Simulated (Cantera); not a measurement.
Input: 1 mol MgSO₄, 1.7 mol H₂O, at 0.0133 bar.

Equilibrium computed with Cantera from the NASA thermochemical tables; the gas is ideal and each condensed phase is pure. Candidate condensed phases: H₂O, H₂SO₄, Mg, MgO, Mg(OH)₂, MgS, MgSO₄, S; 26 gas species. Equilibrium is a limit: real reactors are often held back by kinetics, nucleation or transport.

x: gas mole fraction; n: condensed amount in mol.

| T (K) | x H₂O | x SO₂ | x O₂ | x OH | x H₂ | x O | n MgO(s) |
|---|---|---|---|---|---|---|---|
| 1323 | 0.532 | 0.311 | 0.156 | 8.59e-5 | 1.51e-6 | 9.09e-7 | 1.00 |
| 1423 | 0.531 | 0.312 | 0.156 | (withheld) | (withheld) | (withheld) | 1.00 |
| 1523 | 0.531 | 0.312 | 0.156 | 0.000600 | 2.98e-5 | 1.89e-5 | 1.00 |
| 1623 | 0.530 | 0.312 | 0.156 | 0.00132 | 0.000101 | 6.50e-5 | 1.000 |
| 1723 | 0.529 | 0.312 | 0.155 | (withheld) | (withheld) | (withheld) | 1.000 |
| 1823 | 0.527 | 0.312 | 0.155 | 0.00495 | 0.000772 | 0.000514 | 1.000 |
| 1923 | 0.523 | 0.311 | 0.154 | 0.00861 | 0.00182 | 0.00123 | 1.000 |
| 2023 | 0.515 | 0.309 | 0.153 | 0.0141 | 0.00391 | 0.00270 | 1.000 |
| 2123 | 0.503 | 0.305 | 0.152 | 0.0219 | 0.00775 | 0.00549 | 0.999 |

### Question
Some entries are withheld; supply them.

### Answer

- 1423, x OH: 0.000243
- 1423, x H₂: 7.45e-6
- 1423, x O: 4.60e-6
- 1723, x OH: 0.00266
- 1723, x H₂: 0.000296
- 1723, x O: 0.000194
